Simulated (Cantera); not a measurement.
A closed system holds: 1 mol SiC, a varied amount of N₂O, 140 mol N₂, equilibrated at 1252 °C and 44.0 mbar.

Method: chemical equilibrium by Gibbs-energy minimisation in Cantera with the NASA 1993 tables (ideal gas, pure condensed phases). Candidate condensed phases: C, Si, SiC, SiO₂, Si₂N₂O, Si₃N₄; 34 gas species. Mutual solubility and eutectic melting of coexisting phases are not modelled. The tables hold silica as quartz up to 1696 K and as liquid above; real silica turns to tridymite and cristobalite and melts near 1996 K. Rates play no part.

Problem. Which condensed phases are stable at each of these points (n(N₂O) (mol)): 0.3, 0.4, 0.53, 0.7, 0.93, 1.2, 1.6, 2.1, 2.8?

Solution. 
```tsv
n(N₂O) (mol)	condensed phases	Si condensed (%)
0.3	SiC(s) + Si₂N₂O(s)	99.9
0.4	SiC(s) + Si₂N₂O(s)	99.9
0.53	SiC(s) + Si₂N₂O(s)	99.9
0.7	SiC(s) + Si₂N₂O(s)	99.9
0.93	C(graphite) + SiC(s) + Si₂N₂O(s)	99.9
1.2	C(graphite) + Si₂N₂O(s)	99.9
1.6	SiO₂(β-quartz) + Si₂N₂O(s)	96.1
2.1	SiO₂(β-quartz) + Si₂N₂O(s)	96.0
2.8	SiO₂(β-quartz) + Si₂N₂O(s)	96.0
```

From 0.3 mol N₂O to 0.7 mol N₂O the condensed part is SiC(s) + Si₂N₂O(s). At 0.93 mol N₂O the condensed part is C(graphite) + SiC(s) + Si₂N₂O(s). At 1.2 mol N₂O the condensed part is C(graphite) + Si₂N₂O(s). From 1.6 mol N₂O to 2.8 mol N₂O the condensed part is SiO₂(β-quartz) + Si₂N₂O(s).
